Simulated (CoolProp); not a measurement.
Values from CoolProp's reference Helmholtz-energy equation of state, Colonna 2008. It is a short technical equation, of lower accuracy than the large ones.

Task: For dodecamethylcyclohexasiloxane (D6), give the phase and the cp (kJ/(kg K)), cv (kJ/(kg K)), speed of sound (m/s), isothermal compressibility (1/MPa) at 404.1 K and 1660 kPa; 473.4 K and 1660 kPa.

Result: 
- 404.1 K and 1660 kPa: liquid; cp 1.78, cv 1.62, speed of sound 515, isothermal compressibility 0.00485
- 473.4 K and 1660 kPa: liquid; cp 1.92, cv 1.74, speed of sound 413, isothermal compressibility 0.00830
